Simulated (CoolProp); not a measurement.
Dimethyl ether along the isotherm 176.55 °C: fugacity coefficient from the reference equation and from simpler models built on Tc = 127.2 °C, pc = 5.337 MPa, ω = 0.196; each cubic takes its own stable root.

Computed with CoolProp (reference Helmholtz-energy equation of state, Wu 2011).

```json
[
 {"p (MPa)": "0.0253", "phase": "gas", "reference": "0.9988", "van der Waals": "0.9989", "Soave-Redlich-Kwong": "0.9989"},
 {"p (MPa)": "0.0576", "phase": "gas", "reference": "0.9973", "van der Waals": "0.9976", "Soave-Redlich-Kwong": "0.9975"},
 {"p (MPa)": "0.131", "phase": "gas", "reference": "0.9939", "van der Waals": "0.9945", "Soave-Redlich-Kwong": "0.9943"},
 {"p (MPa)": "0.298", "phase": "gas", "reference": "0.9862", "van der Waals": "0.9876", "Soave-Redlich-Kwong": "0.9872"},
 {"p (MPa)": "0.679", "phase": "gas", "reference": "0.9687", "van der Waals": "0.9717", "Soave-Redlich-Kwong": "0.9709"},
 {"p (MPa)": "1.55", "phase": "gas", "reference": "0.9297", "van der Waals": "0.9357", "Soave-Redlich-Kwong": "0.9342"},
 {"p (MPa)": "3.52", "phase": "gas", "reference": "0.8450", "van der Waals": "0.8549", "Soave-Redlich-Kwong": "0.8539"},
 {"p (MPa)": "8", "phase": "supercritical", "reference": "0.6671", "van der Waals": "0.6680", "Soave-Redlich-Kwong": "0.6848"}
]
```
